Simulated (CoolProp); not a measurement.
Vapour-liquid equilibrium of R1234yf (1) + R152A (2) at 0.63 MPa; x and y are mole fractions of (1).

The numbers come from the multi-fluid Helmholtz-energy mixture model, Lemmon 2022 and Outcalt 1996; pair parameters Bell 2023 in CoolProp.

### Question
Give the bubble temperature and the first vapour's composition at x = 0.05, 0.25, 0.55. Is there an azeotrope?

### Answer
x = 0.05: 299.2 K, y = 0.069; x = 0.25: 296.8 K, y = 0.293; x = 0.55: 295.2 K, y = 0.568. y crosses x between x = 0.75 and 0.85: the model has an azeotrope there.

The pair parameters rest on a limited set of measurements; away from them the model extrapolates.
